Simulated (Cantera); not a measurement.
Input: 1 mol Si, 28 mol CO2, 170 mol N2, at 2.00 bar.

These are equilibrium values from Cantera (NASA tables, ideal gas, pure condensed phases), not measurements of a reactor. Candidate condensed phases: C, Si, SiC, SiO2, Si2N2O, Si3N4; 34 gas species. The tables hold silica as quartz up to 1696 K and as liquid above; real silica turns to tridymite and cristobalite and melts near 1996 K. Kinetics and transport are ignored. All values below are at 1673 K.

Base state: N2 0.859, CO2 0.131, CO 0.0101 (mole fractions); condensed: SiO2(β-quartz).

What changes in the equilibrium state with this change: Si replaced by Pb?


```csv
species,before,after
N2,0.859,0.854
CO2,0.131,0.139
Pb,0,0.00370
CO,0.0101,0.00137
PbO,0,0.00132
O2,2.10e-7,1.28e-5
NO,2.73e-6,2.13e-5
"SiO2(β-quartz), mol",1.00,0
```
Gases not in the tables: (PbO)n polymers. Further candidate phases: Pb, PbO, PbO2, Pb3O4.
